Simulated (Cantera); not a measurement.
A diamond (100) surface in a fixed gas of H2 with x(CH4) = 0.0023, x(CH3) = 4.7e-05, at 950 K, 0.120 bar; coverages are run to steady state.

Computed with Cantera and the Harris–Goodwin 1993 mechanism for the reconstructed diamond (100) surface.

θ: site fractions in the mechanism's names (c6HH fully hydrogenated, c6H* and c6*H radical sites, c6** diradical, c6HM methylated).

```
x(H)     growth (µm/h)  θ c6HH  θ c6H*  θ c6*H   θ c6**   θ c6HM
-------  -------------  ------  ------  ------  -------  -------
0.0001      (withheld)   0.517  0.0104   0.248  0.00307    0.170
0.0002      (withheld)   0.560  0.0118   0.280  0.00429    0.111
0.0004      (withheld)   0.594  0.0128   0.303  0.00527   0.0653
0.00081           2.12   0.616  0.0134   0.318  0.00594   0.0355
0.0016            2.23   0.629  0.0138   0.326  0.00632   0.0189
0.0033            2.29   0.636  0.0140   0.331  0.00654  0.00941
0.0065            2.32   0.640  0.0142   0.333  0.00666  0.00484
0.013             2.34   0.641  0.0144   0.334  0.00673  0.00244
0.026             2.35   0.642  0.0147   0.335  0.00679  0.00122
```

Fill in the missing entries.


- 0.0001, growth (µm/h): 1.25
- 0.0002, growth (µm/h): 1.63
- 0.0004, growth (µm/h): 1.93
